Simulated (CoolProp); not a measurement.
Saturation properties of n-nonane (Tc = 594.5 K, pc = 2.282 MPa, ω = 0.443).

Computed with CoolProp (reference Helmholtz-energy equation of state, Lemmon 2006). It is a short technical equation, of lower accuracy than the large ones.

```
T (K)    p (MPa)  liquid density (kg/m³)  vapour density (kg/m³)  surface tension (mN/m)  vapour viscosity (µPa s)  liquid conductivity (mW/(m K))
-----  ---------  ----------------------  ----------------------  ----------------------  ------------------------  ------------------------------
296.5  0.0005229                   715.3                 0.02724                    22.5                      5.41                             127
327     0.002943                   691.1                  0.1394                    19.7                      5.94                             119
357.5    0.01159                   666.4                  0.5063                    16.9                      6.46                             111
388      0.03514                   640.8                   1.436                    14.2                      6.98                             105
418.5    0.08760                   613.9                   3.408                    11.6                      7.48                            98.7
449       0.1884                   585.0                   7.111                    9.12                      7.98                            92.9
479.5     0.3617                   553.3                   13.56                    6.78                      8.52                            87.5
510       0.6364                   516.9                   24.46                    4.60                      9.16                            82.1
```

It boils at 423.9 K under 1 atm.

Viscosity comes from a separate model (Huber 2004). Thermal conductivity comes from a separate model (Huber 2005). Surface tension comes from a separate correlation (Mulero 2012).
